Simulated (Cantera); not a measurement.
# Adiabatic ignition

An adiabatic, constant-volume homogeneous reactor starts with CH4 : O2 : N2 : CO2 = 1 : 5 : 18.8 : 1.2 (molar parts), at 1598 K and 353 Torr.

Cantera simulation using GRI-Mech 3.0 (53 species, 325 reactions); the numbers are that mechanism's predictions, not measurements.

| t (s) | T (K) | P (bar) | x CH4 | x O2 | x CO2 | x C2H6 | x HO2 | x CH2CO |
|---|---|---|---|---|---|---|---|---|
| 1.00e-6 | 1598 | 0.470 | 0.0385 | 0.192 | 0.0462 | <1e-12 | 4.25e-8 | <1e-12 |
| 4.06e-6 | 1598 | 0.470 | 0.0385 | 0.192 | 0.0462 | <1e-12 | 1.72e-7 | <1e-12 |
| 1.65e-5 | 1598 | 0.470 | 0.0385 | 0.192 | 0.0462 | 1.06e-10 | 6.88e-7 | <1e-12 |
| 6.71e-5 | 1598 | 0.470 | 0.0384 | 0.192 | 0.0462 | 1.08e-8 | 2.59e-6 | <1e-12 |
| 0.000273 | 1598 | 0.470 | 0.0383 | 0.192 | 0.0462 | 2.13e-6 | 8.12e-6 | 1.15e-9 |
| 0.00111 | 2291 | 0.686 | <1e-12 | 0.114 | 0.0692 | <1e-12 | 4.20e-6 | <1e-12 |
| 0.00451 | 2434 | 0.722 | <1e-12 | 0.113 | 0.0769 | <1e-12 | 5.83e-6 | <1e-12 |
| 0.0183 | 2426 | 0.720 | <1e-12 | 0.111 | 0.0771 | <1e-12 | 5.63e-6 | <1e-12 |
| 0.0745 | 2415 | 0.716 | <1e-12 | 0.108 | 0.0775 | <1e-12 | 5.35e-6 | <1e-12 |
| 0.303 | 2413 | 0.716 | <1e-12 | 0.108 | 0.0775 | <1e-12 | 5.31e-6 | <1e-12 |
| 1.23 | 2413 | 0.716 | <1e-12 | 0.108 | 0.0775 | <1e-12 | 5.31e-6 | <1e-12 |
| 5.00 | 2413 | 0.716 | <1e-12 | 0.108 | 0.0775 | <1e-12 | 5.31e-6 | <1e-12 |
x: mole fraction; the columns are a selection and need not sum to one.

- time of steepest temperature rise = 0.794 ms
- temperature at 5.00 s = 2413 K
- equilibrium temperature = 2413 K
- x(CH4) at 5.00 s = <1e-12 (gas-phase equilibrium <1e-12)
- x(O2) at 5.00 s = 0.108 (gas-phase equilibrium 0.108)
- x(CO2) at 5.00 s = 0.0775 (gas-phase equilibrium 0.0775)
